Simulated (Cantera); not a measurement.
An adiabatic, constant-pressure homogeneous reactor starts with H₂ : O₂ : N₂ = 1 : 0.357 : 3.25 (molar parts), at 1775 K and 0.400 bar.

Detailed kinetics in Cantera: GRI-Mech 3.0 (53 species, 325 reactions).

**Question.** Predict: time of steepest temperature rise; temperature at 2.00 s; equilibrium temperature; x(H₂) at 2.00 s; x(O₂) at 2.00 s; x(N₂O) at 2.00 s; x(OH) at 2.00 s; x(NO) at 2.00 s; x(H) at 2.00 s; x(HO₂) at 2.00 s.

**Answer.** 
| Quantity | Value |
|---|---|
| time of steepest temperature rise | 25.8 µs |
| temperature at 2.00 s | 2625 K |
| equilibrium temperature | 2625 K |
| x(H₂) at 2.00 s | 0.0683 (gas-phase equilibrium 0.0683) |
| x(O₂) at 2.00 s | 0.00135 (gas-phase equilibrium 0.00135) |
| x(N₂O) at 2.00 s | 7.65e-8 (gas-phase equilibrium 7.65e-8) |
| x(OH) at 2.00 s | 0.00915 (gas-phase equilibrium 0.00915) |
| x(NO) at 2.00 s | 0.00223 (gas-phase equilibrium 0.00223) |
| x(H) at 2.00 s | 0.0176 (gas-phase equilibrium 0.0176) |
| x(HO₂) at 2.00 s | 4.30e-7 (gas-phase equilibrium 4.30e-7) |
